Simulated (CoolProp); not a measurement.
Vapour-liquid equilibrium of propane (1) + R152A (2) at 6.45 bar; x and y are mole fractions of (1).

Computed with CoolProp (multi-fluid Helmholtz-energy mixture model, Lemmon 2009 and Outcalt 1996; pair parameters Bell 2016).

```tsv
x	bubble temperature (°C)	y at the bubble point	dew temperature at overall composition x (°C)	liquid density (mol/L)
0.05	22.8	0.158	26.2	13.48
0.15	15.9	0.362	23.0	13.33
0.25	11.8	0.479	19.7	13.11
0.35	9.4	0.551	16.3	12.86
0.45	7.9	0.603	12.8	12.61
0.55	7.0	0.645	9.4	12.38
0.65	6.5	0.687	6.9	12.19
0.75	6.5	0.736	6.5	12.02
0.85	7.0	0.804	7.6	11.88
0.95	8.7	0.915	9.4	11.74
```

y crosses x between x = 0.65 and 0.75: the model has an azeotrope there.

The pair parameters rest on a limited set of measurements; away from them the model extrapolates.
